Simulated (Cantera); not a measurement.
Cantera run:

```python
import numpy as np
import cantera as ct

gas_names = """
    AL ALCL ALCL2 ALCL3 ALN ALO ALOCL ALO2 AL2 AL2CL6 AL2O AL2O2 CL CLO CL2 N NO NO2 NO3 N2 N2O O O2 O3
    Si SiCL SiCL2 SiCL3 SiCL4 SiN SiO SiO2 Si2 Si2N Si3
""".split()
cond_names = """
    AL(cr) AL(L) ALCL3(s) ALCL3(L) ALN(s) AL2O3(a) AL2O3(L) AL2SiO5(an) AL6Si2O13(s) Si(cr) Si(L)
    SiO2(Lqz) SiO2(hqz) SiO2(L) Si2N2O(s) Si3N4(a)
""".split()


def load(file, names, dense=False):
    # The tables refer to 1 bar. Condensed volumes are neglected.
    table = {s.name: s for s in ct.Species.list_from_file(file)}
    out = []
    for n in names:
        d = dict(table[n].input_data)
        d["thermo"] = dict(d["thermo"], **{"reference-pressure": 1e5})
        if dense:
            d["equation-of-state"] = {"model": "constant-volume", "density": "1e6 g/cm^3"}
        out.append(ct.Species.from_dict(d))
    return out


gas = ct.Solution(thermo="ideal-gas", species=load("nasa_gas.yaml", gas_names))
cond = {s.name: ct.Solution(thermo="fixed-stoichiometry", species=[s], name=s.name)
        for s in load("nasa_condensed.yaml", cond_names, dense=True)}
atoms = {
    'SiO2': {'Si': 1, 'O': 2},
    'Al2O3': {'AL': 2, 'O': 3},
    'N2': {'N': 2},
    'Cl2': {'CL': 2},
}
top_T = {'ALN(s)': 2750, 'AL2SiO5(an)': 2000, 'AL6Si2O13(s)': 2100, 'Si2N2O(s)': 2100, 'Si3N4(a)': 2400}  # K; cautious upper limits of use, not melting points


def equilibrate(T, P, feed):
    n = {}
    for name, mol in feed.items():
        for a, k in atoms[name].items():
            n[a] = n.get(a, 0.0) + k * mol
    gas.TPX = T, P, n
    mass = sum(n.values()) * gas.mean_molecular_weight
    gas.equilibrate("TP")
    valid = [c for c in cond.values() if c.min_temp <= T <= top_T.get(c.name, c.max_temp)]
    mix = ct.Mixture([(gas, mass / gas.mean_molecular_weight)] + [(c, 0.0) for c in valid])
    mix.T, mix.P = T, P
    mix.equilibrate("TP", solver="vcs", rtol=1e-11, max_steps=5000)
    return mix


results = []
feed = {'SiO2': 1, 'Al2O3': 0.24, 'N2': 0.13, 'Cl2': 0.25}  # mol
P = 101325  # Pa
for T in [850, 900, 950, 1000, 1050, 1100, 1150, 1200, 1250, 1300, 1350, 1400, 1450, 1500]:
    mix = equilibrate(T, P, feed)
    results.append((T, P, feed, dict(zip(mix.species_names, mix.species_moles))))
    x = sorted(zip(gas.X, gas.species_names), reverse=True)
    print(f"T = {T:g} K  P = {P:g} Pa  gas = {mix.phase_moles(0):.4g} mol")
    print("   x: " + "  ".join(f"{s} {v:.3e}" for v, s in x if v > 1e-05))
    print("   condensed (mol): " + ("  ".join(f"{mix.phase(i).name} {mix.phase_moles(i):.4g}"
          for i in range(1, mix.n_phases) if mix.phase_moles(i) > 1e-12) or "none"))
```

It prints:

```
T = 850 K  P = 101325 Pa  gas = 0.38 mol
   x: CL2 6.579e-01  N2 3.421e-01  CL 2.250e-05
   condensed (mol): AL2SiO5(an) 0.24  SiO2(hqz) 0.76
T = 900 K  P = 101325 Pa  gas = 0.38 mol
   x: CL2 6.578e-01  N2 3.421e-01  CL 5.957e-05
   condensed (mol): AL2SiO5(an) 0.24  SiO2(hqz) 0.76
T = 950 K  P = 101325 Pa  gas = 0.38 mol
   x: CL2 6.578e-01  N2 3.421e-01  CL 1.425e-04  ALCL3 1.058e-05
   condensed (mol): AL2SiO5(an) 0.24  SiO2(hqz) 0.76
T = 1000 K  P = 101325 Pa  gas = 0.3801 mol
   x: CL2 6.576e-01  N2 3.420e-01  CL 3.129e-04  ALCL3 2.654e-05  O2 2.057e-05
   condensed (mol): AL2SiO5(an) 0.24  SiO2(hqz) 0.76
T = 1050 K  P = 101325 Pa  gas = 0.3801 mol
   x: CL2 6.573e-01  N2 3.420e-01  CL 6.380e-04  ALCL3 6.082e-05  O2 4.670e-05
   condensed (mol): AL2SiO5(an) 0.24  SiO2(hqz) 0.76
T = 1100 K  P = 101325 Pa  gas = 0.3802 mol
   x: CL2 6.567e-01  N2 3.419e-01  CL 1.220e-03  ALCL3 1.289e-04  O2 9.825e-05
   condensed (mol): AL2SiO5(an) 0.24  SiO2(hqz) 0.76
T = 1150 K  P = 101325 Pa  gas = 0.3804 mol
   x: CL2 6.556e-01  N2 3.417e-01  CL 2.206e-03  ALCL3 2.552e-04  O2 1.935e-04
   condensed (mol): AL2SiO5(an) 0.24  SiO2(hqz) 0.76
T = 1200 K  P = 101325 Pa  gas = 0.3808 mol
   x: CL2 6.539e-01  N2 3.414e-01  CL 3.797e-03  ALCL3 4.761e-04  O2 3.593e-04
   condensed (mol): AL2SiO5(an) 0.2399  SiO2(hqz) 0.7601
T = 1250 K  P = 101325 Pa  gas = 0.3813 mol
   x: CL2 6.513e-01  N2 3.410e-01  CL 6.256e-03  ALCL3 8.424e-04  O2 6.333e-04  NO 1.019e-05
   condensed (mol): AL2SiO5(an) 0.2398  SiO2(hqz) 0.7602
T = 1300 K  P = 101325 Pa  gas = 0.382 mol
   x: CL2 6.473e-01  N2 3.403e-01  CL 9.915e-03  ALCL3 1.403e-03  O2 1.052e-03  NO 1.841e-05  SiCL4 1.395e-05  CLO 1.065e-05
   condensed (mol): AL6Si2O13(s) 0.07991  SiO2(hqz) 0.8402
T = 1350 K  P = 101325 Pa  gas = 0.3831 mol
   x: CL2 6.416e-01  N2 3.393e-01  CL 1.517e-02  ALCL3 2.234e-03  O2 1.670e-03  NO 3.169e-05  SiCL4 1.994e-05  CLO 1.894e-05
   condensed (mol): AL6Si2O13(s) 0.07986  SiO2(hqz) 0.8403
T = 1400 K  P = 101325 Pa  gas = 0.3847 mol
   x: CL2 6.335e-01  N2 3.379e-01  CL 2.248e-02  ALCL3 3.425e-03  O2 2.554e-03  NO 5.233e-05  CLO 3.220e-05  SiCL4 2.767e-05
   condensed (mol): AL6Si2O13(s) 0.07978  SiO2(hqz) 0.8404
T = 1450 K  P = 101325 Pa  gas = 0.3867 mol
   x: CL2 6.226e-01  N2 3.361e-01  CL 3.234e-02  ALCL3 5.067e-03  O2 3.770e-03  NO 8.314e-05  CLO 5.248e-05  SiCL4 3.731e-05
   condensed (mol): AL6Si2O13(s) 0.07967  SiO2(hqz) 0.8406
T = 1500 K  P = 101325 Pa  gas = 0.3895 mol
   x: CL2 6.082e-01  N2 3.337e-01  CL 4.526e-02  ALCL3 7.254e-03  O2 5.384e-03  NO 1.275e-04  CLO 8.220e-05  SiCL4 4.892e-05
   condensed (mol): AL6Si2O13(s) 0.07953  SiO2(hqz) 0.8409
```

Method: chemical equilibrium by Gibbs-energy minimisation in Cantera with the NASA 1993 tables (ideal gas, pure condensed phases). Mutual solubility and eutectic melting of coexisting phases are not modelled. The tables hold silica as quartz up to 1696 K and as liquid above; real silica turns to tridymite and cristobalite and melts near 1996 K. Condensed phases not in the tables: AlOCl, alloys, solid solutions and most ternary compounds.
